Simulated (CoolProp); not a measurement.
A closed Brayton cycle with carbon dioxide: compressor inlet 329.15 K and 9.1 MPa, high pressure 21.4 MPa, turbine inlet 750 K, compressor efficiency 0.8, turbine efficiency 0.9, recuperator effectiveness 0.9 (on enthalpy, no pinch check). Each further row changes one setting.

Model: reference Helmholtz-energy equation of state, Span 1996, in CoolProp.

| case | thermal efficiency (%) | net work (kJ/kg) | compressor to turbine work | compressor exit (K) | turbine exit (K) |
|---|---|---|---|---|---|
| as stated | (withheld) | 57.0 | 0.44 | 399.9 | 652.6 |
| turbine inlet 700 K | (withheld) | 49.0 | 0.48 | 399.9 | 606.2 |
| compressor inlet 339.15 K | 26.5 | (withheld) | 0.50 | 416.3 | 652.6 |
| high pressure 18.2 MPa | 27.0 | 48.7 | 0.42 | (withheld) | (withheld) |
| recuperator effectiveness 0.5 | 17.8 | 57.0 | 0.44 | 399.9 | 652.6 |

What belongs in the gaps?


- as stated, thermal efficiency (%): 28.1
- turbine inlet 700 K, thermal efficiency (%): 25.8
- compressor inlet 339.15 K, net work (kJ/kg): 50.8
- high pressure 18.2 MPa, compressor exit (K): 386.1
- high pressure 18.2 MPa, turbine exit (K): 670.7
